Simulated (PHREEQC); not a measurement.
Consider water at 25 °C with 0.13 mol KCl, 0.76 mol CaCl2 and 0.8 mol NaCl per kg of water. Closed to the air; pH follows from the charge balance.

The numbers come from PHREEQC with the Pitzer model, pitzer.dat.

### Question
The ionic strength comes out as 3.21 mol/kgw. What activity coefficients do Na+, Ca+2, K+, Cl- get?

### Answer
Na+ 0.95, Ca+2 0.45, K+ 0.65, Cl- 0.57. Single-ion values are on the MacInnes scale.

Precipitation was switched off in this run. Complexes and solids missing from the database can't appear.
